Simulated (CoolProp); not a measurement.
Aqueous ethanol as a coolant, 52 % by mass, freezing at -39.1 °C, 1 atm.

Model: Melinder's fits for secondary coolants, in CoolProp.

```csv
T (°C),cp (kJ/(kg K)),viscosity (mPa s),conductivity (W/(m K)),density (kg/m³)
-12.3,3.426,12.0,0.302,934.8
-7.6,3.488,9.31,0.303,931.1
-3,3.546,7.38,0.304,927.4
1.7,3.601,5.92,0.305,923.7
6.3,3.652,4.84,0.306,920.0
11,3.700,3.98,0.307,916.3
15.6,3.742,3.33,0.308,912.6
20.3,3.782,2.81,0.309,908.8
24.9,3.817,2.39,0.310,905.1
29.6,3.848,2.04,0.311,901.3
34.2,3.875,1.76,0.312,897.6
38.9,3.897,1.52,0.313,893.7
```
